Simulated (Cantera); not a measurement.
Low-pressure radical oxidation in H2/O2

An isothermal, constant-pressure homogeneous reactor starts with H2 : O2 = 0.097 : 1 (molar parts), equivalence ratio 0.049, at 1075 K and 4.28 Torr.

Model: the H2/O2 subset of GRI-Mech 3.0, which has no nitrogen chemistry, integrated in Cantera. Radical loss at walls, strong at low pressure, is not modelled. The temperature is held fixed by assumption; the heat of reaction is taken as removed at once.

| t (s) | x H2 | x O2 | x HO2 | x H | x OH | x O |
|---|---|---|---|---|---|---|
| 1.00e-6 | 0.0884 | 0.912 | 2.25e-12 | 2.25e-12 | <1e-12 | <1e-12 |
| 3.42e-6 | 0.0884 | 0.912 | 7.70e-12 | 7.64e-12 | <1e-12 | <1e-12 |
| 1.17e-5 | 0.0884 | 0.912 | 2.63e-11 | 2.56e-11 | <1e-12 | <1e-12 |
| 4.00e-5 | 0.0884 | 0.912 | 9.01e-11 | 8.29e-11 | 7.57e-12 | 8.15e-12 |
| 0.000137 | 0.0884 | 0.912 | 3.08e-10 | 2.56e-10 | 6.58e-11 | 8.24e-11 |
| 0.000468 | 0.0884 | 0.912 | 1.06e-9 | 1.03e-9 | 4.97e-10 | 8.26e-10 |
| 0.00160 | 0.0884 | 0.912 | 3.72e-9 | 2.23e-8 | 1.30e-8 | 2.49e-8 |
| 0.00548 | 0.0872 | 0.911 | 1.33e-6 | 0.000412 | 0.000237 | 0.000461 |
| 0.0187 | 0.00209 | 0.860 | 3.21e-6 | 0.0210 | 0.00331 | 0.0388 |
| 0.0641 | 0.00125 | 0.881 | 3.11e-6 | 0.00909 | 0.00258 | 0.0221 |
| 0.219 | 0.000292 | 0.902 | 2.18e-6 | 0.000952 | 0.00124 | 0.00494 |
| 0.750 | 2.76e-5 | 0.907 | 7.01e-7 | 2.78e-5 | 0.000382 | 0.000471 |
| 2.56 | 2.65e-6 | 0.907 | 1.27e-7 | 8.58e-7 | 0.000120 | 4.63e-5 |
| 8.77 | 3.71e-7 | 0.907 | 2.31e-8 | 4.64e-8 | 4.54e-5 | 6.61e-6 |
| 30.0 | 7.08e-8 | 0.907 | 5.17e-9 | 3.96e-9 | 2.00e-5 | 1.28e-6 |
x: mole fraction; the columns are a selection and need not sum to one.

Equilibrium at this temperature and pressure: H2 9.07e-10, O2 0.907, HO2 2.25e-9, H 5.89e-12, OH 2.28e-6, O 1.67e-8 (gas phase only).
